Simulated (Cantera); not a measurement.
A closed system holds: 1 mol Si, 15 mol HCl, 0.76 mol NF3, held at 552 °C and 100 Torr.

Method: chemical equilibrium by Gibbs-energy minimisation in Cantera with the NASA 1993 tables (ideal gas, pure condensed phases). Candidate condensed phases: NH4Cl, Si, Si3N4; 49 gas species. Equilibrium is a limit: real reactors are often held back by kinetics, nucleation or transport.

Base state: HCl 0.855, H2 0.0554, SiF4 0.0367, SiCl4 0.0278, N2 0.0245, HF 0.000202 (mole fractions); condensed: gas only.

Task: What changes in the equilibrium state with this change: temperature from 552 °C to 1000 °C?

Result: 
```csv
species,before,after
HCl,0.855,0.852
H2,0.0554,0.0551
SiF4,0.0367,0.0356
HF,0.000202,0.00408
SiCl4,0.0278,0.0284
N2,0.0245,0.0245
SiF3,2.41e-9,5.08e-5
SiCl2,<1e-9,1.25e-5
```
The tables' values for SiCl3, SiF3 are old estimates; treat these amounts as uncertain.
